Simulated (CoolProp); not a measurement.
Computed with CoolProp (reference Helmholtz-energy equation of state, Outcalt 1996). It is a modified Benedict-Webb-Rubin equation, recast in Helmholtz form.

Question: For R152A, give the phase and the Z, cp (kJ/(kg K)), cv (kJ/(kg K)), fugacity coefficient at 421.4 K and 8.14 MPa.

Answer: 
- 421.4 K and 8.14 MPa: supercritical; Z 0.373, cp 3.69, cv 1.41, fugacity coefficient 0.564
